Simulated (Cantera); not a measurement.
An isothermal, constant-pressure homogeneous reactor starts with CO : O2 : H2O : N2 = 0.024 : 0.053 : 0.00019 : 1 (molar parts), equivalence ratio 0.23, at 1523 K and 0.809 atm. Integrator tolerance rtol = 1e-08.

Model: GRI-Mech 3.0 (53 species, 325 reactions), integrated in Cantera.

### Question
What does this change do: pressure from 0.809 atm to 2.47 atm?

### Answer
```
quantity                                             before                                      after
----------------  -----------------------------------------  -----------------------------------------
x(CO) at 2.00 s     8.90e-7 (gas-phase equilibrium 8.81e-7)    5.02e-7 (gas-phase equilibrium 5.04e-7)
x(O2) at 2.00 s       0.0385 (gas-phase equilibrium 0.0382)      0.0385 (gas-phase equilibrium 0.0382)
x(H2O) at 2.00 s  0.000177 (gas-phase equilibrium 0.000177)  0.000177 (gas-phase equilibrium 0.000177)
x(NO) at 2.00 s    2.42e-5 (gas-phase equilibrium 0.000639)   2.38e-5 (gas-phase equilibrium 0.000639)
x(H) at 2.00 s      1.32e-9 (gas-phase equilibrium 1.31e-9)  5.64e-10 (gas-phase equilibrium 5.66e-10)
x(OH) at 2.00 s     2.78e-6 (gas-phase equilibrium 2.76e-6)    2.09e-6 (gas-phase equilibrium 2.09e-6)
```

### Question
What does this change do: temperature 1523 to 1100 K?

### Answer
| quantity | before | after |
|---|---|---|
| x(CO) at 2.00 s | 8.90e-7 (gas-phase equilibrium 8.81e-7) | 7.59e-5 (gas-phase equilibrium 1.71e-10) |
| x(O2) at 2.00 s | 0.0385 (gas-phase equilibrium 0.0382) | 0.0385 (gas-phase equilibrium 0.0385) |
| x(H2O) at 2.00 s | 0.000177 (gas-phase equilibrium 0.000177) | 0.000178 (gas-phase equilibrium 0.000178) |
| x(NO) at 2.00 s | 2.42e-5 (gas-phase equilibrium 0.000639) | 5.39e-7 (gas-phase equilibrium 3.99e-5) |
| x(H) at 2.00 s | 1.32e-9 (gas-phase equilibrium 1.31e-9) | 3.06e-9 (gas-phase equilibrium <1e-12) |
| x(OH) at 2.00 s | 2.78e-6 (gas-phase equilibrium 2.76e-6) | 4.90e-7 (gas-phase equilibrium 1.98e-8) |
